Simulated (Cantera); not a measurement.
A closed system holds: 1 mol HMDSO, 1.4 mol H2O, 82 mol H2, a varied amount of NO, at 1225 °C and 0.263 Torr.

Method: chemical equilibrium by Gibbs-energy minimisation in Cantera with the NASA 1993 tables (ideal gas, pure condensed phases). Candidate condensed phases: C, C6H6, C7H8, C8H18, H2O, Si, SiC, SiO2, Si2N2O, Si3N4; 151 gas species. The feed counts by its element totals alone. The tables hold silica as quartz up to 1696 K and as liquid above; real silica turns to tridymite and cristobalite and melts near 1996 K. Rates play no part.

What share of the Si ends up in condensed phases as a function of n(NO) (mol), at 0.15, 0.35, 0.8, 1.9, 4.3, 10, 24?


```csv
n(NO) (mol),Si condensed (%),as
0.15,99.8,SiC(s)
0.35,99.7,SiC(s)
0.8,99.7,SiC(s)
1.9,92.4,SiC(s)
4.3,32.5,SiC(s)
10,99.1,SiO2(β-quartz)
24,99.9,SiO2(β-quartz)
```
